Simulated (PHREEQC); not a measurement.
## Nickel, zinc or cadmium bath: an equilibrium model

Solution (25 °C): 0.0033 mol/kgw ZnSO4, 0.0016 mol/kgw NaOH and 0.008 mol/kgw NiCl2. Closed to the air; pH follows from the charge balance.

All values are PHREEQC results (ion-association model, wateq4f.dat), not measurements.

No solid was allowed to form.

Predict the pH.

pH 8.30.

In which forms is S present?

SO4-2 66 %, NiSO4 24 %, ZnSO4 8.9 % of the S.

The solution is supersaturated, for example in Ni(OH)2, Zn(OH)2-e, so a real one may precipitate; this is no full list.
